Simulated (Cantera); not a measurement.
Feed: 1 mol C2F6, 0.11 mol CH4, 0.33 mol H2, held at 2977 °C and 2700 Pa.

Cantera equilibrium calculation (NASA polynomials, part measured and part estimated; ideal gas, pure solids and liquids). Candidate condensed phases: C, C6H6, C7H8, C8H18; 95 gas species. The feed counts by its element totals alone. Kinetics and transport are ignored.

Base state: F 0.640, HF 0.160, CF 0.0911, C3 0.0600, CF2 0.0164, C 0.0129, H 0.00899, C2 0.00837 (mole fractions); condensed: gas only.

What changes in the equilibrium state with this change: C2F6 replaced by CCl4?


| species | before | after |
|---|---|---|
| Cl | 0 | 0.718 |
| H | 0.00899 | 0.151 |
| C3 | 0.0600 | 0.0565 |
| F | 0.640 | 0 |
| HF | 0.160 | 0 |
| CF | 0.0911 | 0 |
| HCl | 0 | 0.0424 |
| CF2 | 0.0164 | 0 |
| C | 0.0129 | 0.0126 |
| CCl | 0 | 0.000114 |
| C2HCl | 0 | 8.40e-5 |
| Cl2 | 0 | 6.89e-5 |
| CF3 | 1.38e-5 | 0 |
The tables' values for CCl are old estimates; treat these amounts as uncertain.

What changes in the equilibrium state with this change: C2F6 replaced by CH3F?


```csv
species,before,after
H,0.00899,0.570
HF,0.160,0.225
H2,2.12e-5,0.0850
F,0.640,0.0142
CF,0.0911,0.00206
CF2,0.0164,8.18e-6
C2H,0.000152,0.0101
C3,0.0600,0.0641
C,0.0129,0.0132
CF3,1.38e-5,<1e-9
C4H2,4.45e-8,0.000195
C2H2 (vinylidene),8.04e-9,3.37e-5
C2H2 (acetylene),1.50e-6,0.00630
```
